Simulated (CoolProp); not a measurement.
Model: reference Helmholtz-energy equation of state, Thol 2014, in CoolProp.

**Question.** For chloromethane (R40), give the phase and the Z, Joule-Thomson coefficient (K/MPa), isothermal compressibility (1/MPa), expansivity (1/kK) at 380.8 K and 8.65 bar; 420.6 K and 8.65 bar.

**Answer.** 
- 380.8 K and 8.65 bar: gas; Z 0.934, Joule-Thomson coefficient 16.6, isothermal compressibility 1.24, expansivity 3.29
- 420.6 K and 8.65 bar: gas; Z 0.954, Joule-Thomson coefficient 12.3, isothermal compressibility 1.21, expansivity 2.78
